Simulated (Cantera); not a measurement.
Input (Python, Cantera) and output of one run.

```python
import numpy as np
import cantera as ct

gas_names = """
    C CN CO CO2 C2 CCN CNC C2N2 C2O C3 C3O2 C4 C4N2 C5 N NCO NO NO2 NO3 N2 N2O O O2 O3 Si SiC SiC2 SiN
    SiO SiO2 Si2 Si2C Si2N Si3
""".split()
cond_names = """
    C(gr) Si(cr) Si(L) SiC(b) SiO2(Lqz) SiO2(hqz) SiO2(L) Si2N2O(s) Si3N4(a)
""".split()


# ... load() reads the species with a 1 bar reference pressure and builds the phases ...
atoms = {
    'SiC': {'Si': 1, 'C': 1},
    'N2O': {'N': 2, 'O': 1},
    'N2': {'N': 2},
}
top_T = {'C(gr)': 4500, 'SiC(b)': 3050, 'Si2N2O(s)': 2100, 'Si3N4(a)': 2400}  # K; cautious upper limits of use, not melting points


# ... equilibrate(T, P, feed) seeds the gas with the atoms and calls Mixture.equilibrate('TP', solver="vcs", rtol=1e-11, max_steps=5000) ...
results = []
feed = {'SiC': 1, 'N2O': 0.02, 'N2': 7.4}  # mol
P = 160000  # Pa
for T in [948, 1098, 1248, 1398, 1548, 1698, 1848, 1998, 2148]:
    mix = equilibrate(T, P, feed)
    results.append((T, P, feed, dict(zip(mix.species_names, mix.species_moles))))

top = {s: max(r[3][s] / sum(r[3][g] for g in gas_names) for r in results) for s in gas_names}
cols = sorted((s for s in top if top[s] > 0.0001), key=lambda s: -top[s])[:5]
seen = [c for c in cond_names if any(r[3].get(c, 0) > 1e-12 for r in results)]
print("log10 of partial pressures in bar; condensed amounts in mol")
print(f"{'T/K':>10s}" + "".join(f"{s[:9]:>10s}" for s in cols + seen))
for T, P, feed, n in results:
    ng = sum(n[g] for g in gas_names)
    print(f"{T:10.4g}" + "".join(f"{np.log10(max(n[s] / ng * P / 1e5, 1e-99)):10.3f}" for s in cols)
          + "".join(f"{n.get(c, 0):10.4g}" for c in seen))
```

Result:

```
log10 of partial pressures in bar; condensed amounts in mol
       T/K        N2        CO       SiO        Si     C(gr)    SiC(b) Si2N2O(s)  Si3N4(a)
       948     0.204   -10.668   -19.403   -25.075         1         0      0.02      0.32
      1098     0.204    -8.174   -14.988   -19.834         1         0      0.02      0.32
      1248     0.204    -6.288   -11.650   -15.862         1         0      0.02      0.32
      1398     0.204    -4.814    -9.042   -12.752    0.9999         0   0.01994      0.32
      1548     0.204    -3.630    -6.949   -10.252     0.999         0   0.01901    0.3207
      1698     0.204    -2.660    -5.235    -8.200    0.9907         0   0.01072    0.3262
      1848     0.203    -2.374    -4.090    -6.487         0    0.9804         0  0.006415
      1998     0.203    -2.425    -3.261    -5.037         0    0.9825         0  0.004948
      2148     0.203    -2.627    -2.712    -3.793         0     0.989         0 0.0002211
```

Method: chemical equilibrium by Gibbs-energy minimisation in Cantera with the NASA 1993 tables (ideal gas, pure condensed phases). Mutual solubility and eutectic melting of coexisting phases are not modelled. The tables' values for SiN are old estimates; treat these amounts as uncertain.
